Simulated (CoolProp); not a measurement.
Saturation properties of CH2F2 (R32) (Tc = 78.1 °C, pc = 5.783 MPa, ω = 0.277).

Model: reference Helmholtz-energy equation of state, Tillner-Roth 1997, in CoolProp.

| T (°C) | p (MPa) | liquid density (kg/m³) | vapour Z | vapour viscosity (µPa s) | liquid conductivity (mW/(m K)) |
|---|---|---|---|---|---|
| -83.55 | 0.01448 | 1298 | 0.9881 | 8.40 | (withheld) |
| -73.05 | 0.02974 | 1270 | (withheld) | 8.88 | 208 |
| -62.65 | 0.05593 | 1243 | 0.9713 | 9.36 | 201 |
| -52.15 | 0.09878 | 1214 | 0.9586 | 9.84 | 194 |
| -41.65 | 0.1645 | 1185 | 0.9428 | 10.3 | 186 |
| -31.15 | 0.2607 | (withheld) | 0.9235 | 10.8 | 179 |
| -20.65 | (withheld) | (withheld) | 0.9004 | 11.3 | 171 |
| -10.15 | 0.5796 | (withheld) | 0.8734 | 11.8 | (withheld) |
| 0.35 | 0.8223 | 1054 | 0.8420 | 12.4 | 154 |
| 10.85 | 1.135 | 1017 | 0.8060 | 12.9 | 146 |
| 21.35 | 1.530 | 976.0 | 0.7647 | 13.5 | 137 |
| 31.75 | 2.016 | 931.9 | 0.7180 | 14.2 | 128 |
| 42.25 | 2.617 | 881.7 | 0.6635 | 15.1 | 119 |
| 52.75 | 3.345 | (withheld) | 0.5992 | 16.2 | 110 |

Task: What belongs in the gaps?

Result: 
- -83.55, liquid conductivity (mW/(m K)): 215
- -73.05, vapour Z: 0.9809
- -31.15, liquid density (kg/m³): 1154
- -20.65, p (MPa): 0.3959
- -20.65, liquid density (kg/m³): 1123
- -10.15, liquid density (kg/m³): 1089
- -10.15, liquid conductivity (mW/(m K)): 163
- 52.75, liquid density (kg/m³): 822.7

It boils at -51.7 °C under 1 atm.

Viscosity comes from a separate model (Bell 2016), an estimate that may be off by 10 % or more. Thermal conductivity comes from a separate model (Huber 2003), an estimate that may be off by 10 % or more.
